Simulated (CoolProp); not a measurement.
Values from CoolProp's reference Helmholtz-energy equation of state, Wu 2011.

### Question
For dimethyl ether, give the phase and the cp (kJ/(kg K)), speed of sound (m/s) at 525 K and 0.0844 MPa; 525 K and 0.437 MPa; 525 K and 5.15 MPa.

### Answer
- 525 K and 0.0844 MPa: gas; cp 2.10, speed of sound 321
- 525 K and 0.437 MPa: gas; cp 2.11, speed of sound 319
- 525 K and 5.15 MPa: gas; cp 2.33, speed of sound 289
